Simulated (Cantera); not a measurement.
Feed: 1 mol Pb, a varied amount of H2, held at 13.3 mbar.

Cantera equilibrium calculation (NASA polynomials, part measured and part estimated; ideal gas, pure solids and liquids). Candidate condensed phases: Pb; 4 gas species. Rates play no part.

Stable condensed phases, one row left out:

```
T in K \ n(H2) in mol
         0.42 0.76  1.4  2.6  4.7  8.6   16   29   53   98
   1473     A    A    A    A    A    A    A    A    A    A
   1373     B    B    A    A    A    A    A    A    A    A
   1173     B    B    B    B    B    B    B    B    A    A
   1073     B    B    B    B    B    B    B    B    B    B
    973     B    B    B    B    B    B    B    B    B    B
    873     B    B    B    B    B    B    B    B    B    B
    773     B    B    B    B    B    B    B    B    B    B
    673     B    B    B    B    B    B    B    B    B    B
```

A: gas only; B: Pb.

### Question
Give the row for 1273 K.

### Answer
0.42: Pb; 0.76: Pb; 1.4: Pb; 2.6: Pb; 4.7: Pb; 8.6: gas only; 16: gas only; 29: gas only; 53: gas only; 98: gas only.
